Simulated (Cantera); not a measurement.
A Cantera script and its output.

```python
import numpy as np
import cantera as ct

gas = ct.Solution("gri30.yaml")
gas.TPX = 550, 1000000, {'CH4': 1, 'O2': 2.86, 'N2': 10.7}
inlet = ct.Reservoir(gas, clone=True)
gas.equilibrate("HP")  # start burning
reactor = ct.IdealGasConstPressureReactor(gas, energy="on", clone=False)
exhaust = ct.Reservoir(gas, clone=True)
tau = [0.2, 0.095, 0.046, 0.023, 0.011, 0.0054, 0.0026, 0.0013, 0.00063, 0.00031, 0.00015, 7.3e-05][0]
for a, b in ((inlet, reactor), (reactor, exhaust)):
    ct.MassFlowController(a, b, mdot=lambda t: reactor.mass / tau)
net = ct.ReactorNet([reactor])
show = ['CH4', 'O2', 'CO2', 'NO', 'H2O', 'HCO']

rows = []
print(f"{'tau/s':>10s}{'T/K':>9s}" + "".join(f"{s:>11s}" for s in show))
for tau in [0.2, 0.095, 0.046, 0.023, 0.011, 0.0054, 0.0026, 0.0013, 0.00063, 0.00031, 0.00015, 7.3e-05]:
    net.initial_time = 0.0
    net.advance(30 * tau)
    before = gas.X
    net.advance(40 * tau)
    drift = np.max(np.abs(gas.X - before) / (gas.X + 1e-9))
    rows.append([gas.T, *gas[show].X, drift])
    print(f"{tau:10.3e}{gas.T:9.1f}" + "".join(f"{x:11.3e}" for x in gas[show].X))
```

Output:

```
     tau/s      T/K        CH4         O2        CO2         NO        H2O        HCO
 2.000e-01   2034.4  6.269e-07  5.837e-02  6.848e-02  9.186e-04  1.366e-01  8.679e-10
 9.500e-02   2035.1  1.297e-06  5.858e-02  6.846e-02  5.195e-04  1.366e-01  1.827e-09
 4.600e-02   2035.3  2.613e-06  5.871e-02  6.843e-02  2.879e-04  1.366e-01  3.773e-09
 2.300e-02   2034.9  5.019e-06  5.879e-02  6.837e-02  1.647e-04  1.366e-01  7.553e-09
 1.100e-02   2033.7  9.760e-06  5.887e-02  6.825e-02  9.563e-05  1.365e-01  1.582e-08
 5.400e-03   2031.4  1.782e-05  5.897e-02  6.804e-02  6.178e-05  1.363e-01  3.235e-08
 2.600e-03   2027.3  3.169e-05  5.914e-02  6.767e-02  4.397e-05  1.361e-01  6.763e-08
 1.300e-03   2021.0  5.308e-05  5.940e-02  6.709e-02  3.486e-05  1.358e-01  1.366e-07
 6.300e-04   2010.7  8.972e-05  5.987e-02  6.609e-02  2.894e-05  1.353e-01  2.859e-07
 3.100e-04   1994.9  1.509e-04  6.068e-02  6.450e-02  2.435e-05  1.346e-01  5.911e-07
 1.500e-04   1969.3  2.655e-04  6.214e-02  6.180e-02  1.962e-05  1.335e-01  1.246e-06
 7.300e-05   1926.8  5.097e-04  6.490e-02  5.711e-02  1.414e-05  1.319e-01  2.619e-06
```

Cantera simulation using GRI-Mech 3.0 (53 species, 325 reactions); the numbers are that mechanism's predictions, not measurements.
